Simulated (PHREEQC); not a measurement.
Dissolve 0.01 mol/kgw HF, 0.00047 mol/kgw (CH3)4NF, 0.0016 mol/kgw H4SiO4 and 0.09 mol/kgw HCl at 89 °C. Closed to the air; pH follows from the charge balance.

Model: ion-association model, phreeqc.dat, run in PHREEQC.

| quantity | before | after |
|---|---|---|
| pH | 1.14 | 2.10 |
| F- (mol/kgw) | 3.67e-5 | 0.000263 |
| HF2- (mol/kgw) | 1.58e-6 | 1.10e-5 |
| SiF6-2 (mol/kgw) | 6.48e-7 | 1.99e-5 |
| H3SiO4- (mol/kgw) | 2.03e-11 | 1.50e-10 |
| SI of Chalcedony (SiO2) | +0.16 | +0.14 |

Question: Name the change that produced these shifts.
A) diluted 2-fold with water
B) temperature from 89 to 90 °C
C) H4SiO4 from 0.0016 to 0.0008 mol/kgw
D) HCl from 0.09 to 0.18 mol/kgw
E) HCl from 0.09 to 0.009 mol/kgw

Answer: E, HCl from 0.09 to 0.009 mol/kgw

This is a speciation only: nothing precipitates in the calculation. Some of these states are supersaturated (in Quartz (slow to form), Chalcedony (slow to form), for instance). (CH3)4N+ isn't in the database: it is added as a free cation with an ion size of 4 Å. At this temperature some constants are extrapolated from 25 °C, and those without enthalpy data are left unchanged. SiF6-2 is the database's only silicon fluoride.
